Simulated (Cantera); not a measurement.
A closed system holds: 1 mol FeS, 0.15 mol O2, 5.8 mol H2O, equilibrated at 0.100 bar.

Method: chemical equilibrium by Gibbs-energy minimisation in Cantera with the NASA 1993 tables (ideal gas, pure condensed phases). Candidate condensed phases: Fe, FeO, Fe(OH)2, Fe(OH)3, FeS, FeSO4, FeS2, Fe2O3, Fe2(SO4)3, Fe3O4, H2O, H2SO4, S; 22 gas species. Metal and sulfide melt together well below either melting point, which pure phases cannot show. Mutual solubility and eutectic melting of coexisting phases are not modelled. The tables' stoichiometric FeO is somewhat more stable than real wüstite, so its field is too wide. FeO, FeS: taken at fixed stoichiometry. Gases not in the tables: S3 to S7. Kinetics and transport are ignored.

x: gas mole fraction; n: condensed amount in mol.

```
T (K)  x H2O      x H2    x SO2    x H2S      x S2  n FeS(s)  n FeS2(s)  n Fe3O4(s)  n FeO(s)
-----  -----  --------  -------  -------  --------  --------  ---------  ----------  --------
748    0.989  0.000748  0.00170  0.00855   5.09e-5         …      0.191      0.0836         0
848    0.972   0.00160   0.0142   0.0112  0.000559     0.844          0      0.0521         0
948    0.967   0.00491   0.0147   0.0122   0.00102     0.829          0      0.0569         0
1048   0.957    0.0120   0.0161   0.0132   0.00177     0.806          0      0.0647         0
1148   0.940    0.0244   0.0186   0.0141   0.00297     0.769          0      0.0768         0
1248   0.908    0.0422   0.0264   0.0165   0.00618         …          0           0     0.334
1348   0.861    0.0724   0.0314   0.0217    0.0132         …          0           0     0.488
1448   0.798     0.113   0.0360   0.0265    0.0250         …          0           0     0.710
```

Problem. Fill in the missing entries.

Solution. 
- 748, n FeS(s): 0.559
- 1248, n FeS(s): 0.666
- 1348, n FeS(s): 0.512
- 1448, n FeS(s): 0.290
